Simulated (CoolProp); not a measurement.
Computed with CoolProp (reference Helmholtz-energy equation of state, Zhou 2012).

**Question.** For m-xylene, give the phase and the density (kg/m³), cp (kJ/(kg K)), isothermal compressibility (1/MPa), conductivity (mW/(m K)) at 584.3 K and 59.8 bar.

**Answer.** 
- 584.3 K and 59.8 bar: liquid; density 556, cp 2.88, isothermal compressibility 0.0159, conductivity 77.4

Thermal conductivity comes from a separate model (Mylona 2014).
